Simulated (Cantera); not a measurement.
Charge: 1 mol SO2, 5.1 mol O2, held at 2050 K and 100 Torr.

Cantera equilibrium calculation (NASA polynomials, part measured and part estimated; ideal gas, pure solids and liquids). Candidate condensed phases: S; 10 gas species. Equilibrium is a limit: real reactors are often held back by kinetics, nucleation or transport.

Base state: O2 0.834, SO2 0.163, O 0.00243, SO3 0.000267, SO 0.000113 (mole fractions); condensed: gas only.

### Question
What changes in the equilibrium state with this change: temperature from 2050 K to 2725 K?

### Answer
```
species    before     after
-------  --------  --------
O2          0.834     0.749
SO2         0.163     0.147
O         0.00243    0.0951
S         2.54e-8  0.000115
SO       0.000113   0.00856
SO3      0.000267   5.96e-5
```
